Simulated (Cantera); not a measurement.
Input: 1 mol CsCl, 1 mol HCl, 1 mol N2, held at 75.0 Torr.

Cantera equilibrium calculation (NASA polynomials, part measured and part estimated; ideal gas, pure solids and liquids). Candidate condensed phases: Cs, CsCl, NH4Cl; 16 gas species. Kinetics and transport are ignored.

Task: Which condensed phases are stable at each of these points (T (°C)): 577, 677, 777, 877, 977, 1077, 1177?

Result: 
| T (°C) | condensed phases | Cs condensed (%) |
|---|---|---|
| 577 | CsCl(s) | 99.9 |
| 677 | CsCl(l) | 99.0 |
| 777 | CsCl(l) | 92.6 |
| 877 | CsCl(l) | 60.2 |
| 977 | gas only | 0.0 |
| 1077 | gas only | 0.0 |
| 1177 | gas only | 0.0 |

At 577 °C the condensed part is CsCl(s). From 677 °C to 877 °C the condensed part is CsCl(l). From 977 °C to 1177 °C nothing is condensed.
